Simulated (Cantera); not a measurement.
Feed: 1 mol Si, 0.057 mol H₂O, 20 mol N₂, at 1800 °C and 10.0 mbar.

Equilibrium computed with Cantera from the NASA thermochemical tables; the gas is ideal and each condensed phase is pure. Candidate condensed phases: H₂O, Si, SiO₂, Si₂N₂O, Si₃N₄; 35 gas species. The tables' values for SiN are old estimates; treat these amounts as uncertain. Rates play no part.

Base state: N₂ 0.983, Si 0.00997, SiO 0.00280, H₂ 0.00218, H 0.00123, Si₂N 0.000267, SiN 0.000218, Si₂ 0.000122 (mole fractions); condensed: Si(l).

### Question
What changes in the equilibrium state with this change: 1.6 mol CH₄ added?

### Answer
```csv
species,before,after
N₂,0.983,0.850
H₂,0.00218,0.131
H,0.00123,0.00950
Si,0.00997,0.000709
HCN,0,0.00648
CO,0,0.00240
HNC,0,0.000418
"Si(l), mol",0.718,0
"C(graphite), mol",0,0.392
"SiC(s), mol",0,0.980
```
Further candidate phases: C, C₆H₆, C₇H₈, C₈H₁₈, SiC.
